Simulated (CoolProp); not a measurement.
A simple Rankine cycle with R1224YDZ: condensing at 330.15 K, boiler at 1.38 MPa, turbine inlet 396.6 K, turbine efficiency 0.65, pump efficiency 0.8, no recuperator. Each further row changes one setting.

Model: reference Helmholtz-energy equation of state, Akasaka 2023, in CoolProp.

```csv
case,thermal efficiency (%),net work (kJ/kg),heat in (kJ/kg),turbine exit temperature (K),volume ratio over the turbine
as stated,6.9,13.4,194,366.2,3.77
turbine inlet 416.6 K,6.8,14.7,216,388.3,3.65
condensing temperature 322.15 K,7.9,16.1,204,361.8,4.77
boiler pressure 0.966 MPa,5.1,10.3,201,377.3,2.49
turbine efficiency 0.55,5.8,11.2,194,368.6,3.81
```
